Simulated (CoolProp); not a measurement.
A closed Brayton cycle with carbon dioxide: compressor inlet 305.15 K and 7.7 MPa, high pressure 16.3 MPa, turbine inlet 680 K, compressor efficiency 0.85, turbine efficiency 0.85, recuperator effectiveness 0.95 (on enthalpy, no pinch check). Each further row changes one setting.

Values from CoolProp's reference Helmholtz-energy equation of state, Span 1996.

| case | thermal efficiency (%) | net work (kJ/kg) | compressor to turbine work | compressor exit (K) | turbine exit (K) |
|---|---|---|---|---|---|
| as stated | 27.1 | 60.4 | 0.20 | 327.6 | 603.5 |
| turbine inlet 630 K | 25.2 | 53.6 | 0.22 | 327.6 | 556.3 |
| compressor inlet 315.15 K | 27.0 | 42.9 | 0.43 | 374.0 | 603.5 |
| high pressure 13.9 MPa | 24.5 | 49.4 | 0.19 | 322.5 | 619.5 |
| recuperator effectiveness 0.5 | 16.2 | 60.4 | 0.20 | 327.6 | 603.5 |
